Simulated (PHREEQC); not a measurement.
# Silver or lead bath (model solution)

Make-up at 25 °C: 17 mmol/kgw PbCl2 and 82 mmol/kgw HNO3. Closed to the air; pH follows from the charge balance.

Computed with PHREEQC (ion-association model, wateq4f.dat).

The pH comes out as 1.17, the ionic strength comes out as 0.118 mol/kgw and the total alkalinity is -82.0 meq/kg.

```json
[
 {"species": "H+", "molality": "0.0820", "activity": "0.0671", "log γ": "-0.087"},
 {"species": "NO3-", "molality": "0.0783", "activity": "0.0580", "log γ": "-0.131"},
 {"species": "Cl-", "molality": "0.0299", "activity": "0.0225", "log γ": "-0.124"},
 {"species": "Pb+2", "molality": "0.00935", "activity": "0.00332", "log γ": "-0.449"},
 {"species": "PbCl+", "molality": "0.00386", "activity": "0.00298", "log γ": "-0.112"},
 {"species": "PbNO3+", "molality": "0.00369", "activity": "0.00285", "log γ": "-0.112"},
 {"species": "PbCl2", "molality": "0.000103", "activity": "0.000106", "log γ": "0.012"},
 {"species": "PbCl3-", "molality": "2.46e-6", "activity": "1.90e-6", "log γ": "-0.112"},
 {"species": "PbCl4-2", "molality": "5.76e-8", "activity": "2.05e-8", "log γ": "-0.449"},
 {"species": "PbOH+", "molality": "1.25e-9", "activity": "9.62e-10", "log γ": "-0.112"}
]
```

Precipitation was switched off in this run.
